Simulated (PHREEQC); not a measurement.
Dissolve 0.117 mol NH4HS per kg of water at 40 °C. Closed to the air; pH follows from the charge balance.

Equilibrium calculation in PHREEQC: ion-association model, wateq4f.dat.

```json
{
  "pH": "7.78",
  "ionic_strength": "0.109 mol/kgw",
  "total_alkalinity": "117 meq/kg"
}
```

| species | molality | activity | log γ |
|---|---|---|---|
| NH4+ | 0.109 | 0.0841 | -0.113 |
| HS- | 0.109 | 0.0818 | -0.125 |
| H2S | 0.00788 | 0.00808 | 0.011 |
| NH3 | 0.00787 | 0.00787 | 0.000 |
| S-2 | 4.42e-6 | 1.58e-6 | -0.448 |
| OH- | 2.28e-6 | 1.71e-6 | -0.125 |
| H+ | 2.04e-8 | 1.67e-8 | -0.087 |

This is a speciation only: nothing precipitates in the calculation. At this temperature some constants are extrapolated from 25 °C, and those without enthalpy data are left unchanged. The polysulfide entries of wateq4f.dat were taken out for this run.
